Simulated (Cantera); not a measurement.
Charge: 1 mol SiCl4, 9.7 mol NH3, 6.8 mol N2, equilibrated at 100000 Pa.

These are equilibrium values from Cantera (NASA tables, ideal gas, pure condensed phases), not measurements of a reactor. Candidate condensed phases: NH4Cl, Si, Si3N4; 28 gas species. The tables' values for SiCl3, SiCl are old estimates; treat these amounts as uncertain. Gases not in the tables: Si2H6 and higher silanes. Equilibrium is a limit: real reactors are often held back by kinetics, nucleation or transport.

x: gas mole fraction; n: condensed amount in mol.

```tsv
T (K)	x H2	x N2	x HCl	x SiCl2	x H	x SiCl4	n Si3N4(s)
998	0.458	0.400	0.141	8.22e-9	1.46e-9	0.00105	0.323
1098	0.457	0.400	0.142	1.53e-7	1.67e-8	0.000760	0.326
1198	0.457	0.399	0.143	1.73e-6	1.29e-7	0.000577	0.327
1298	0.457	0.399	0.143	1.33e-5	7.24e-7	0.000456	0.328
1398	0.457	0.399	0.143	7.57e-5	3.20e-6	0.000370	0.328
1498	0.457	0.399	0.143	0.000335	1.16e-5	0.000303	0.325
1598	0.458	0.400	0.140	0.00119	3.60e-5	0.000243	0.316
1698	0.459	0.401	0.135	0.00345	9.80e-5	0.000180	0.294
1798	0.463	0.403	0.125	0.00804	0.000239	0.000115	(withheld)
1898	0.467	0.405	0.110	0.0151	0.000534	6.02e-5	(withheld)
1998	0.473	0.409	0.0930	0.0235	0.00110	2.66e-5	(withheld)
```

What belongs in the gaps?


- 1798, n Si3N4(s): 0.250
- 1898, n Si3N4(s): 0.184
- 1998, n Si3N4(s): 0.104
